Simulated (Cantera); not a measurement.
Feed: 1 mol CuF2, a varied amount of H2O, 33 mol N2, held at 1023.15 K and 100 Torr.

These are equilibrium values from Cantera (NASA tables, ideal gas, pure condensed phases), not measurements of a reactor. Candidate condensed phases: Cu, CuF2, CuO, Cu(OH)2, Cu2O, H2O; 45 gas species. Mutual solubility and eutectic melting of coexisting phases are not modelled. Kinetics and transport are ignored.

**Question.** Which condensed phases are stable at each of these points (n(H2O) (mol)): 0.18, 0.29, 0.48, 0.8, 1.3, 2.2, 3.6, 6, 9.9?

**Answer.** 
```tsv
n(H2O) (mol)	condensed phases	Cu condensed (%)
0.18	CuF2(s) + Cu2O(s)	99.3
0.29	CuF2(s) + CuO(s) + Cu2O(s)	99.3
0.48	CuF2(s) + CuO(s) + Cu2O(s)	99.3
0.8	CuF2(s) + CuO(s) + Cu2O(s)	99.3
1.3	CuO(s) + Cu2O(s)	100.0
2.2	CuO(s) + Cu2O(s)	100.0
3.6	CuO(s) + Cu2O(s)	100.0
6	CuO(s) + Cu2O(s)	100.0
9.9	CuO(s) + Cu2O(s)	100.0
```

At 0.18 mol H2O the condensed part is CuF2(s) + Cu2O(s). From 0.29 mol H2O to 0.8 mol H2O the condensed part is CuF2(s) + CuO(s) + Cu2O(s). From 1.3 mol H2O to 9.9 mol H2O the condensed part is CuO(s) + Cu2O(s).
